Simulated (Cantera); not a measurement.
A Cantera script and its output.

```python
import numpy as np
import cantera as ct

gas = ct.Solution("gri30.yaml")
gas.TPX = 1475, 100000, {'CH3OH': 0.004, 'O2': 0.0048, 'N2': 0.25}
reactor = ct.IdealGasConstPressureReactor(gas, energy="off", clone=False)
net = ct.ReactorNet([reactor])
net.rtol, net.atol = 1e-08, 1e-18
show = ['CH3OH', 'O2', 'HO2', 'H2', 'H2O', 'NO', 'CH4']
times = np.geomspace(7e-05, 300, 9)

steps = ct.SolutionArray(gas, extra=["t"])
rows = []
print(f"{'t/s':>10s}{'T/K':>9s}{'P/Pa':>11s}" + "".join(f"{s:>11s}" for s in show))
for t in times:
    while net.time < t:
        t_next = net.step()
        steps.append(gas.state, t=t_next)
    rows.append([np.interp(t, steps.t, y) for y in (steps.T, steps.P, *steps(*show).X.T)])
    print(f"{t:10.3e}{rows[-1][0]:9.1f}{rows[-1][1]:11.4g}" + "".join(f"{x:11.3e}" for x in rows[-1][2:]))
rate = np.gradient(steps.T, steps.t)
print("integrator steps:", len(steps.t))
if steps.T.max() > steps.T[0] + 200:
    print(f"time of steepest temperature rise: {steps.t[rate.argmax()]:.4e} s")
gas.TPX = 1475, 100000, {'CH3OH': 0.004, 'O2': 0.0048, 'N2': 0.25}
gas.equilibrate("TP")
print(f"equilibrium (TP): T = {gas.T:.1f} K  " + "  ".join(f"{s} {gas[s].X[0]:.3e}" for s in show))
```

It prints:

```
       t/s      T/K       P/Pa      CH3OH         O2        HO2         H2        H2O         NO        CH4
 7.000e-05   1475.0      1e+05  1.535e-02  1.850e-02  3.242e-05  5.391e-05  3.189e-05  4.219e-12  2.581e-06
 4.722e-04   1475.0      1e+05  1.016e-02  1.666e-02  3.217e-04  3.731e-03  2.798e-03  1.876e-10  1.704e-05
 3.185e-03   1475.0      1e+05  7.007e-16  2.766e-04  9.456e-08  4.343e-03  2.514e-02  7.996e-06  9.010e-14
 2.148e-02   1475.0      1e+05  1.749e-16  2.747e-06  1.036e-09  4.508e-03  2.592e-02  8.274e-06  2.478e-14
 1.449e-01   1475.0      1e+05  7.113e-17  3.905e-08  1.224e-11  4.542e-03  2.598e-02  7.905e-06  1.838e-14
 9.775e-01   1475.0      1e+05  4.801e-17  6.500e-10  9.237e-14  4.545e-03  2.599e-02  7.027e-06  1.998e-14
 6.593e+00   1475.0      1e+05  4.399e-17  9.290e-11  9.466e-15  4.543e-03  2.599e-02  5.393e-06  3.273e-14
 4.448e+01   1475.0      1e+05  4.830e-17  6.389e-11  6.179e-15  4.541e-03  2.599e-02  2.723e-06  1.270e-13
 3.000e+02   1475.0      1e+05  4.836e-17  6.041e-11  5.783e-15  4.541e-03  2.599e-02  1.297e-06  1.413e-13
integrator steps: 3141
equilibrium (TP): T = 1475.0 K  CH3OH 4.580e-17  O2 6.018e-11  HO2 5.748e-15  H2 4.542e-03  H2O 2.599e-02  NO 2.023e-08  CH4 9.752e-14
```

Model: GRI-Mech 3.0 (53 species, 325 reactions), integrated in Cantera. GRI-Mech 3.0 was tuned for natural gas; its chemistry of methanol as a main component is partial and can be far from experiment. The temperature is held fixed by assumption; the heat of reaction is taken as removed at once.
